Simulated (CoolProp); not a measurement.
Vapour pressure (MPa) of dimethyl carbonate: the reference equation beside estimates from Tc = 283.9 °C, pc = 4.909 MPa, ω = 0.346. Clausius-Clapeyron is anchored at 125.85 °C with a constant enthalpy of vaporisation of 31.48 kJ/mol.

Values from CoolProp's reference Helmholtz-energy equation of state, Zhou 2011.

```json
[
 {"T (°C)": "111.95", "reference": "0.1940", "Lee-Kesler": "0.1935", "Clausius-Clapeyron": "0.1994", "Redlich-Kwong": "0.3863", "Soave-Redlich-Kwong": "0.1934", "Peng-Robinson": "0.1934"},
 {"T (°C)": "115.45", "reference": "0.2136", "Lee-Kesler": "0.2135", "Clausius-Clapeyron": "0.2179", "Redlich-Kwong": "0.4173", "Soave-Redlich-Kwong": "0.2133", "Peng-Robinson": "0.2131"},
 {"T (°C)": "118.95", "reference": "0.2347", "Lee-Kesler": "0.2350", "Clausius-Clapeyron": "0.2377", "Redlich-Kwong": "0.4500", "Soave-Redlich-Kwong": "0.2348", "Peng-Robinson": "0.2343"},
 {"T (°C)": "122.35", "reference": "0.2566", "Lee-Kesler": "0.2575", "Clausius-Clapeyron": "0.2583", "Redlich-Kwong": "0.4836", "Soave-Redlich-Kwong": "0.2573", "Peng-Robinson": "0.2565"},
 {"T (°C)": "125.85", "reference": "0.2809", "Lee-Kesler": "0.2824", "Clausius-Clapeyron": "0.2809", "Redlich-Kwong": "0.5199", "Soave-Redlich-Kwong": "0.2822", "Peng-Robinson": "0.2810"},
 {"T (°C)": "129.25", "reference": "0.3062", "Lee-Kesler": "0.3083", "Clausius-Clapeyron": "0.3044", "Redlich-Kwong": "0.5571", "Soave-Redlich-Kwong": "0.3081", "Peng-Robinson": "0.3065"},
 {"T (°C)": "132.75", "reference": "0.3339", "Lee-Kesler": "0.3368", "Clausius-Clapeyron": "0.3301", "Redlich-Kwong": "0.5973", "Soave-Redlich-Kwong": "0.3366", "Peng-Robinson": "0.3345"},
 {"T (°C)": "136.15", "reference": "0.3627", "Lee-Kesler": "0.3664", "Clausius-Clapeyron": "0.3567", "Redlich-Kwong": "0.6383", "Soave-Redlich-Kwong": "0.3663", "Peng-Robinson": "0.3637"},
 {"T (°C)": "139.65", "reference": "0.3943", "Lee-Kesler": "0.3989", "Clausius-Clapeyron": "0.3858", "Redlich-Kwong": "0.6825", "Soave-Redlich-Kwong": "0.3988", "Peng-Robinson": "0.3957"},
 {"T (°C)": "143.05", "reference": "0.4270", "Lee-Kesler": "0.4325", "Clausius-Clapeyron": "0.4158", "Redlich-Kwong": "0.7275", "Soave-Redlich-Kwong": "0.4326", "Peng-Robinson": "0.4289"},
 {"T (°C)": "146.55", "reference": "0.4628", "Lee-Kesler": "0.4693", "Clausius-Clapeyron": "0.4486", "Redlich-Kwong": "0.7760", "Soave-Redlich-Kwong": "0.4696", "Peng-Robinson": "0.4653"},
 {"T (°C)": "149.95", "reference": "0.4997", "Lee-Kesler": "0.5073", "Clausius-Clapeyron": "0.4823", "Redlich-Kwong": "0.8252", "Soave-Redlich-Kwong": "0.5078", "Peng-Robinson": "0.5028"},
 {"T (°C)": "153.45", "reference": "0.5399", "Lee-Kesler": "0.5487", "Clausius-Clapeyron": "0.5191", "Redlich-Kwong": "0.8781", "Soave-Redlich-Kwong": "0.5495", "Peng-Robinson": "0.5439"},
 {"T (°C)": "156.95", "reference": "0.5826", "Lee-Kesler": "0.5927", "Clausius-Clapeyron": "0.5579", "Redlich-Kwong": "0.9334", "Soave-Redlich-Kwong": "0.5939", "Peng-Robinson": "0.5874"}
]
```

Absolute difference from the reference over all 14 rows, mean and median: Lee-Kesler 0.9 and 0.9 %, Clausius-Clapeyron 2.1 and 2.1 %, Redlich-Kwong 78.3 and 77.4 %, Soave-Redlich-Kwong 0.9 and 0.9 %, Peng-Robinson 0.3 and 0.3 %.
